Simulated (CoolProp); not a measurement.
100 sccm (0 °C, 1 atm) of nitrogen bubbles through liquid n-undecane at 324.9 K and leaves saturated at a total pressure of 0.00576 MPa (ideal gas phase). Each further row changes one setting.

Model: reference Helmholtz-energy equation of state, Aleksandrov 2011, in CoolProp. It is a short technical equation, of lower accuracy than the large ones.

```csv
case,vapour pressure (kPa),mole fraction of vapour,delivery (mg/min),delivery (sccm),change of delivery for a bath 1 K warmer (%)
as stated,0.362,0.0629,46.8,6.71,6.8
bath temperature 329.9 K,0.490,0.0851,64.9,9.30,6.7
total pressure 0.0115 MPa,0.362,0.0315,22.7,3.25,6.6
```
